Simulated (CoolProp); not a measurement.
Aqueous propylene glycol as a coolant, at 20 °C, 1 atm.

The numbers come from the Melinder's fits for secondary coolants in CoolProp.

```tsv
mass %	freezing point (°C)	cp (kJ/(kg K))	density (kg/m³)	Prandtl number	conductivity (W/(m K))
5.4	…	4.123	…	8.88	0.569
10.7	…	…	1007	11.1	0.540
16	-5.3	4.018	1011	13.8	0.512
21.2	-7.8	3.964	1016	17.3	0.486
26.5	-10.6	3.902	1021	…	0.461
31.8	-14.0	…	1025	27.9	0.436
37.1	-18.0	3.753	…	35.6	0.413
42.4	-22.9	3.666	1034	45.2	…
```

### Question
Fill in the missing entries.

### Answer

- 5.4, freezing point (°C): -1.3
- 5.4, density (kg/m³): 1003
- 10.7, freezing point (°C): -3.1
- 10.7, cp (kJ/(kg K)): 4.070
- 26.5, Prandtl number: 21.9
- 31.8, cp (kJ/(kg K)): 3.832
- 37.1, density (kg/m³): 1030
- 42.4, conductivity (W/(m K)): 0.390
